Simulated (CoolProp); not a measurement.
Vapour-liquid equilibrium of propane (1) + R236EA (2) at 0.545 MPa; x and y are mole fractions of (1).

The numbers come from the multi-fluid Helmholtz-energy mixture model, Lemmon 2009 and Rui 2013; pair parameters Bell 2016 in CoolProp.

| x | bubble temperature (°C) | y at the bubble point | dew temperature at overall composition x (°C) | liquid density (mol/L) |
|---|---|---|---|---|
| 0.05 | ? | 0.302 | ? | 8.998 |
| 0.2 | 20.8 | 0.696 | 48.5 | 9.663 |
| 0.35 | 12.3 | 0.794 | ? | 10.03 |
| 0.5 | ? | 0.828 | 33.9 | ? |
| 0.65 | ? | 0.852 | 24.3 | 10.66 |
| 0.8 | 6.1 | 0.886 | 11.8 | 11.08 |
| 0.95 | 4.8 | 0.958 | 4.8 | 11.64 |

Task: Fill in the missing entries.

Result: 
- 0.05, bubble temperature (°C): 44.0
- 0.05, dew temperature at overall composition x (°C): 54.4
- 0.35, dew temperature at overall composition x (°C): 41.7
- 0.5, bubble temperature (°C): 9.3
- 0.5, liquid density (mol/L): 10.33
- 0.65, bubble temperature (°C): 7.6

No azeotrope shows between x = 0.05 and 0.95.

Pair parameters are fitted to limited data, so mixtures are less certain than the pure fluids. With so large a gap from Raoult's law the liquid may split in two, which this calculation doesn't test in full.
